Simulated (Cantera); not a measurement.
Charge: 1 mol CH3F, 0.032 mol CH4, equilibrated at 1073.15 K and 75.0 Torr.

Method: chemical equilibrium by Gibbs-energy minimisation in Cantera with the NASA 1993 tables (ideal gas, pure condensed phases). Candidate condensed phases: C, C6H6, C7H8, C8H18; 95 gas species. Rates play no part.

Base state: H2 0.514, HF 0.485, CH4 0.00121 (mole fractions); condensed: C(graphite).

Task: What changes in the equilibrium state with this change: CH3F replaced by CH3Cl?

Result: 
```csv
species,before,after
H2,0.514,0.514
HCl,0,0.485
CH4,0.00121,0.00121
HF,0.485,0
"C(graphite), mol",1.03,1.03
```
